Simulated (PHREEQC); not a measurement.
**Brine**

Make-up at 20 °C: 1.4 mol CaCl2 and 5e-05 mol H4SiO4 per kg of water. Closed to the air; pH follows from the charge balance.

The numbers come from PHREEQC with the Pitzer model, pitzer.dat.

No solid was allowed to form.

Task: What pH, osmotic coefficient, activity of water does the model give?

Result: pH 6.19; osmotic coefficient 1.182; activity of water 0.914.

In brines, pH and single-ion activities rest on the MacInnes convention.
